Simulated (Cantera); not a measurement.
A closed system holds: 1 mol SiCl4, 4 mol HCl, 7.2 mol H2, at 0.100 bar.

Equilibrium computed with Cantera from the NASA thermochemical tables; the gas is ideal and each condensed phase is pure. Candidate condensed phases: Si; 19 gas species. The tables' values for SiCl3 are old estimates; treat these amounts as uncertain. Rates play no part.

log p: log10 of the partial pressure in bar; nothing condenses.

| T (K) | log p H2 | log p HCl | log p SiCl4 | log p SiCl2 | log p SiCl3 |
|---|---|---|---|---|---|
| 648 | -1.23 | -1.48 | -2.09 | <-13 | -10.13 |
| 748 | -1.23 | -1.48 | -2.09 | -12.08 | -8.22 |
| 848 | -1.23 | -1.48 | -2.09 | -9.60 | -6.77 |
| 948 | -1.23 | -1.48 | -2.09 | -7.65 | -5.63 |
| 1048 | -1.23 | -1.48 | -2.10 | … | -4.72 |
| 1148 | -1.23 | -1.48 | -2.11 | -4.82 | -3.98 |
| 1248 | -1.24 | -1.47 | -2.14 | -3.80 | -3.40 |
| 1348 | -1.25 | -1.45 | … | … | -3.00 |
| 1448 | -1.27 | -1.41 | -2.47 | -2.58 | -2.81 |

Task: Some entries are withheld; supply them.

Result: 
- 1348, log p SiCl4: -2.25
- 1348, log p SiCl2: -3.04
- 1048, log p SiCl2: -6.09
